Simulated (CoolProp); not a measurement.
Vapour-liquid equilibrium of CHF3 (R23) (1) + sulfur hexafluoride (2) at 0.705 MPa; x and y are mole fractions of (1).

Model: multi-fluid Helmholtz-energy mixture model, Penoncello 2003 and Guder 2009; pair parameters Bell 2016, in CoolProp.

Question: Give the bubble temperature and the first vapour's composition at x = 0.2, 0.35, 0.65. Is there an azeotrope?

Answer: x = 0.2: -34.2 °C, y = 0.457; x = 0.35: -37.9 °C, y = 0.569; x = 0.65: -40.8 °C, y = 0.712. y crosses x between x = 0.65 and 0.8: the model has an azeotrope there.

The pair parameters rest on a limited set of measurements; away from them the model extrapolates.
